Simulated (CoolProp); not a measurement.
Properties of R142b along the isotherm 470 K (Tc = 410.3 K, pc = 4.055 MPa, ω = 0.232).

Model: reference Helmholtz-energy equation of state, Lemmon 2006, in CoolProp. It is a short technical equation, of lower accuracy than the large ones.

```
p (MPa)          phase  cp (kJ/(kg K))  cv (kJ/(kg K))  Joule-Thomson coefficient (K/MPa)  conductivity (mW/(m K))  Prandtl number
-------  -------------  --------------  --------------  ---------------------------------  -----------------------  --------------
4.51     supercritical           1.403           1.060                              8.331                     30.7           0.899
9.01     supercritical           2.064           1.108                              4.454                     45.2            1.79
13.5     supercritical           1.700           1.088                              1.426                     51.0            2.00
18       supercritical           1.567           1.081                             0.6545                     54.9            2.10
22.5     supercritical           1.505           1.078                             0.3241                     58.1            2.19
27       supercritical           1.468           1.077                             0.1405                     60.8            2.27
31.5     supercritical           1.443           1.077                            0.02348                     63.3            2.34
36       supercritical           1.425           1.078                           -0.05780                     65.6            2.40
40.5     supercritical           1.412           1.079                            -0.1175                     67.8            2.45
```

The peak of cp marks the crossing from liquid-like to gas-like fluid above the critical point.

Viscosity comes from a separate model (Huber 2003), an estimate that may be off by 10 % or more. Thermal conductivity comes from a separate model (Huber 2003), an estimate that may be off by 10 % or more.
